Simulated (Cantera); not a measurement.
A Cantera script and its output.

```python
import numpy as np
import cantera as ct

gas = ct.Solution("gri30.yaml")
gas.TPX = 800, 30000, {'CH4': 1, 'O2': 1.82, 'N2': 6.36, 'H2O': 0.24}
inlet = ct.Reservoir(gas, clone=True)
gas.equilibrate("HP")  # start burning
reactor = ct.IdealGasConstPressureReactor(gas, energy="on", clone=False)
exhaust = ct.Reservoir(gas, clone=True)
tau = [0.05, 0.021, 0.0091, 0.0039, 0.0017, 0.00071, 0.0003, 0.00013, 5.6e-05, 2.4e-05, 1e-05][0]
for a, b in ((inlet, reactor), (reactor, exhaust)):
    ct.MassFlowController(a, b, mdot=lambda t: reactor.mass / tau)
net = ct.ReactorNet([reactor])
show = ['CH4', 'O2', 'H2O', 'CO', 'CO2', 'C2H2']

rows = []
print(f"{'tau/s':>10s}{'T/K':>9s}" + "".join(f"{s:>11s}" for s in show))
for tau in [0.05, 0.021, 0.0091, 0.0039, 0.0017, 0.00071, 0.0003, 0.00013, 5.6e-05, 2.4e-05, 1e-05]:
    net.initial_time = 0.0
    net.advance(30 * tau)
    before = gas.X
    net.advance(40 * tau)
    drift = np.max(np.abs(gas.X - before) / (gas.X + 1e-9))
    rows.append([gas.T, *gas[show].X, drift])
    print(f"{tau:10.3e}{gas.T:9.1f}" + "".join(f"{x:11.3e}" for x in gas[show].X))
```

It prints:

```
     tau/s      T/K        CH4         O2        H2O         CO        CO2       C2H2
 5.000e-02   2394.6  5.425e-06  7.905e-03  2.007e-01  3.825e-02  6.396e-02  8.521e-10
 2.100e-02   2363.3  1.125e-05  9.312e-03  1.979e-01  3.948e-02  6.246e-02  2.770e-09
 9.100e-03   2316.1  2.213e-05  1.121e-02  1.939e-01  4.116e-02  6.036e-02  7.608e-09
 3.900e-03   2256.4  4.442e-05  1.344e-02  1.891e-01  4.306e-02  5.794e-02  2.117e-08
 1.700e-03   2196.6  9.172e-05  1.568e-02  1.844e-01  4.489e-02  5.555e-02  6.519e-08
 7.100e-04   2141.1  2.092e-04  1.819e-02  1.805e-01  4.704e-02  5.278e-02  2.596e-07
 3.000e-04   2093.2  5.136e-04  2.173e-02  1.779e-01  5.047e-02  4.853e-02  1.289e-06
 1.300e-04   2033.1  1.463e-03  2.932e-02  1.755e-01  5.747e-02  3.976e-02  8.921e-06
 5.600e-05    800.0  1.062e-01  1.932e-01  2.548e-02  3.022e-16  1.090e-16  1.386e-18
 2.400e-05    800.0  1.062e-01  1.932e-01  2.548e-02 -1.435e-21 -5.181e-22 -6.584e-24
 1.000e-05    800.0  1.062e-01  1.932e-01  2.548e-02 -4.674e-26 -2.316e-26 -2.945e-28
```

Detailed kinetics in Cantera: GRI-Mech 3.0 (53 species, 325 reactions).
